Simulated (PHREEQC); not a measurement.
0.013 g of hydrous ferric oxide (600 m²/g; 0.2 weak and 0.005 strong sites per Fe, Dzombak-Morel constants, diffuse double layer) in 1 kg of water with 0.01 mol/kgw of an inert sodium salt and 1.6e-05 mol CaCl2 and 4.8e-06 mol NaF, at 25 °C; the pH is set by adding NaOH or the inert anion's acid. Oxygen is held at 0.21 atm. The system is closed to CO2. No solid was allowed to form.

Base run: PHREEQC, ion-association model, wateq4f.dat. Each further column changes one thing. The table gives F sorbed (%).

```csv
pH,base,no electrostatic term (-no_edl),background salt from 0.01 to 0.001 mol/kgw,oxide from 0.013 to 0.065 g/kgw,6.8e-06 mol/kgw CuCl2 added
3,40.6,0.0,67.9,79.4,40.6
3.67,46.7,0.1,71.5,83.7,46.7
4.33,37.3,0.1,57.8,77.1,37.3
5,22.3,0.1,35.1,60.3,22.5
5.67,9.9,0.1,14.8,35.8,10.7
6.33,3.4,0.1,4.5,14.9,4.7
7,0.9,0.1,1.1,4.5,1.6
7.67,0.2,0.1,0.3,1.1,0.4
8.33,0.1,0.1,0.1,0.3,0.1
9,0.0,0.0,0.0,0.1,0.0
9.67,0.0,0.0,0.0,0.0,0.0
10.33,0.0,0.0,0.0,0.0,0.0
11,0.0,0.0,0.0,0.0,0.0
```

The oxide is taken as insoluble; below pH 4 it would dissolve. The database's constant for dissolved Cu(OH)2 is higher than later reviews accept.
